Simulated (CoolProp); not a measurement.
The numbers come from the reference Helmholtz-energy equation of state, de Vries 1995 in CoolProp.

### Question
For R124, give the phase and the density (kg/m³), cv (kJ/(kg K)), isothermal compressibility (1/MPa), expansivity (1/kK) at 150.55 °C and 1790 kPa.

### Answer
- 150.55 °C and 1790 kPa: gas; density 81.2, cv 0.860, isothermal compressibility 0.664, expansivity 4.04
